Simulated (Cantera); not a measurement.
Feed: 1 mol BN, 5.7 mol H2, held at 2798.15 K and 750 Torr.

These are equilibrium values from Cantera (NASA tables, ideal gas, pure condensed phases), not measurements of a reactor. Candidate condensed phases: B, BN; 15 gas species. The tables' values for BH2 are old estimates; treat these amounts as uncertain. Gases not in the tables: B2H6 and higher boranes. Kinetics and transport are ignored.

Base state: H2 0.840, N2 0.0775, H 0.0745, BH2 0.00662, B 0.00111, BH 0.000284, BH3 7.67e-5, BN 7.55e-5 (mole fractions); condensed: B(l).

Q: What changes in the equilibrium state with this change: temperature from 2798.15 K to 2723.15 K?

A: 
```csv
species,before,after
H2,0.840,0.858
N2,0.0775,0.0783
H,0.0745,0.0574
BH2,0.00662,0.00576
B,0.00111,0.000616
BN,7.55e-5,4.68e-5
BH,0.000284,0.000185
"B(l), mol",0.947,0.957
```
